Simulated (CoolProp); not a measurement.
R143a at 440.17 K and 2.08 MPa is throttled through a valve to 0.345 MPa with no heat exchange. Each further row changes one setting.

The numbers come from the reference Helmholtz-energy equation of state, Lemmon and Jacobsen 2000 in CoolProp.

| case | temperature change (K) | final density (kg/m³) |
|---|---|---|
| as stated | -10.5 | 8.25 |
| outlet pressure 0.103 MPa | -12.0 | 2.44 |
| outlet pressure 0.448 MPa | -9.9 | 10.7 |
